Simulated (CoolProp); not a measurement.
The numbers come from the reference Helmholtz-energy equation of state, Lemmon 2006 in CoolProp. It is a short technical equation, of lower accuracy than the large ones.

### Question
Give the vapour pressure (MPa), vapour density (kg/m³), surface tension (mN/m), liquid viscosity (µPa s) of saturated C3F8 (R218) at 258.9, 295.5, 317.5 K.

### Answer
| T (K) | p (MPa) | vapour density (kg/m³) | surface tension (mN/m) | liquid viscosity (µPa s) |
|---|---|---|---|---|
| 258.9 | 0.254 | 24.6 | 7.91 | 304 |
| 295.5 | 0.807 | 79.3 | 4.02 | 174 |
| 317.5 | 1.42 | 153 | 1.96 | 120 |

Viscosity comes from a separate model (Huber 2003), an estimate that may be off by 10 % or more. Surface tension comes from a separate correlation (Mulero 2012).
